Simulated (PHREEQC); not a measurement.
Model water analysis in mmol/kgw, 70 °C, pH 6.23, pe 8.7:

| constituent | mmol/kgw |
|---|---|
| Na | 0.24 |
| K | 0.00498 |
| Ca | 0.221 |
| Mg | 2.96e-05 |
| Cl | 0.108 |
| S(6) | 0.0144 |
| Alkalinity (meq/kgw) | 0.574 |
| Br | 0.0213 |

Valence states are taken as typed.

Equilibrium calculation in PHREEQC: ion-association model, phreeqc.dat.

This is a speciation only: nothing precipitates in the calculation.

What specific conductance, charge-balance error does the model give?

specific conductance 161 µS/cm; charge-balance error -3.2 %.

In which forms is S present?

SO4-2 96 %, CaSO4 3.7 % of the S.

At this temperature some constants are extrapolated from 25 °C, and those without enthalpy data are left unchanged.
